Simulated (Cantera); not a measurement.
What does this Cantera script print?

```python
import numpy as np
import cantera as ct

gas = ct.Solution("h2o2.yaml")
gas.TPX = 1300, 390, {'H2': 0.0023, 'O2': 1}
reactor = ct.IdealGasConstPressureReactor(gas, energy="off", clone=False)
net = ct.ReactorNet([reactor])
net.rtol, net.atol = 1e-08, 1e-18
show = ['H2', 'O2', 'H', 'O', 'H2O']
times = np.geomspace(9e-06, 2, 13)

steps = ct.SolutionArray(gas, extra=["t"])
rows = []
print(f"{'t/s':>10s}{'T/K':>9s}{'P/Pa':>11s}" + "".join(f"{s:>11s}" for s in show))
for t in times:
    while net.time < t:
        t_next = net.step()
        steps.append(gas.state, t=t_next)
    rows.append([np.interp(t, steps.t, y) for y in (steps.T, steps.P, *steps(*show).X.T)])
    print(f"{t:10.3e}{rows[-1][0]:9.1f}{rows[-1][1]:11.4g}" + "".join(f"{x:11.3e}" for x in rows[-1][2:]))
rate = np.gradient(steps.T, steps.t)
print("integrator steps:", len(steps.t))
if steps.T.max() > steps.T[0] + 200:
    print(f"time of steepest temperature rise: {steps.t[rate.argmax()]:.4e} s")
gas.TPX = 1300, 390, {'H2': 0.0023, 'O2': 1}
gas.equilibrate("TP")
print(f"equilibrium (TP): T = {gas.T:.1f} K  " + "  ".join(f"{s} {gas[s].X[0]:.3e}" for s in show))
```

It prints:

```
       t/s      T/K       P/Pa         H2         O2          H          O        H2O
 9.000e-06   1300.0        390  2.295e-03  9.977e-01  3.021e-11  1.474e-12  1.075e-15
 2.511e-05   1300.0        390  2.295e-03  9.977e-01  7.760e-11  1.081e-11  2.212e-14
 7.004e-05   1300.0        390  2.295e-03  9.977e-01  1.743e-10  7.267e-11  4.291e-13
 1.954e-04   1300.0        390  2.295e-03  9.977e-01  2.955e-10  3.995e-10  7.075e-12
 5.451e-04   1300.0        390  2.295e-03  9.977e-01  3.679e-10  1.641e-09  8.950e-11
 1.521e-03   1300.0        390  2.295e-03  9.977e-01  4.818e-10  5.774e-09  9.003e-10
 4.243e-03   1300.0        390  2.295e-03  9.977e-01  9.182e-10  2.284e-08  8.801e-09
 1.184e-02   1300.0        390  2.295e-03  9.977e-01  4.182e-09  1.580e-07  1.204e-07
 3.302e-02   1300.0        390  2.283e-03  9.977e-01  2.012e-07  8.381e-06  8.474e-06
 9.212e-02   1300.0        390  6.521e-05  9.955e-01  2.905e-05  1.988e-03  2.026e-03
 2.570e-01   1300.0        390  2.247e-06  9.955e-01  1.971e-05  2.103e-03  2.158e-03
 7.169e-01   1300.0        390  2.179e-06  9.955e-01  1.880e-05  2.038e-03  2.161e-03
 2.000e+00   1300.0        390  2.005e-06  9.957e-01  1.655e-05  1.870e-03  2.167e-03
integrator steps: 639
equilibrium (TP): T = 1300.0 K  H2 3.211e-09  O2 9.977e-01  H 1.011e-09  O 2.848e-06  H2O 2.293e-03
```

Model: the H2/O2 subset of GRI-Mech 3.0, which has no nitrogen chemistry, integrated in Cantera. Radical loss at walls, strong at low pressure, is not modelled.
